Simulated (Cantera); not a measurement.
Input (Python, Cantera) and output of one run.

```python
import numpy as np
import cantera as ct

gas_names = """
    N NO NO2 NO3 N2 N2O O O2 O3 Zr ZrN ZrO ZrO2
""".split()
cond_names = """
    Zr(a) Zr(b) Zr(L) ZrN(s) ZrN(L) ZrO2(a) ZrO2(b) ZrO2(L)
""".split()


# ... load() reads the species with a 1 bar reference pressure and builds the phases ...
atoms = {
    'Zr': {'Zr': 1},
    'N2O': {'N': 2, 'O': 1},
}
top_T = {}  # K; cautious upper limits of use, not melting points


# ... equilibrate(T, P, feed) seeds the gas with the atoms and calls Mixture.equilibrate('TP', solver="vcs", rtol=1e-11, max_steps=5000) ...
results = []
feed = {'Zr': 1, 'N2O': 4.7}  # mol
P = 1000  # Pa
for T in [800, 950, 1100, 1250, 1400, 1550, 1700, 1850, 2000, 2150]:
    mix = equilibrate(T, P, feed)
    results.append((T, P, feed, dict(zip(mix.species_names, mix.species_moles))))

top = {s: max(r[3][s] / sum(r[3][g] for g in gas_names) for r in results) for s in gas_names}
cols = sorted((s for s in top if top[s] > 0.001), key=lambda s: -top[s])[:5]
seen = [c for c in cond_names if any(r[3].get(c, 0) > 1e-12 for r in results)]
print("log10 of partial pressures in bar; condensed amounts in mol")
print(f"{'T/K':>10s}" + "".join(f"{s[:9]:>10s}" for s in cols + seen))
for T, P, feed, n in results:
    ng = sum(n[g] for g in gas_names)
    print(f"{T:10.4g}" + "".join(f"{np.log10(max(n[s] / ng * P / 1e5, 1e-99)):10.3f}" for s in cols)
          + "".join(f"{n.get(c, 0):10.4g}" for c in seen))
```

Output:

```
log10 of partial pressures in bar; condensed amounts in mol
       T/K        N2        O2        NO         O   ZrO2(a)   ZrO2(b)
       800    -2.110    -2.651    -7.688   -14.424         1         0
       950    -2.110    -2.651    -6.746   -11.824         1         0
      1100    -2.110    -2.652    -6.061    -9.929         1         0
      1250    -2.110    -2.652    -5.540    -8.486         1         0
      1400    -2.110    -2.652    -5.130    -7.350         1         0
      1550    -2.110    -2.653    -4.800    -6.433         0         1
      1700    -2.111    -2.655    -4.529    -5.677         0         1
      1850    -2.111    -2.657    -4.303    -5.044         0         1
      2000    -2.112    -2.663    -4.113    -4.506         0         1
      2150    -2.115    -2.674    -3.953    -4.046         0         1
```

These are equilibrium values from Cantera (NASA tables, ideal gas, pure condensed phases), not measurements of a reactor.
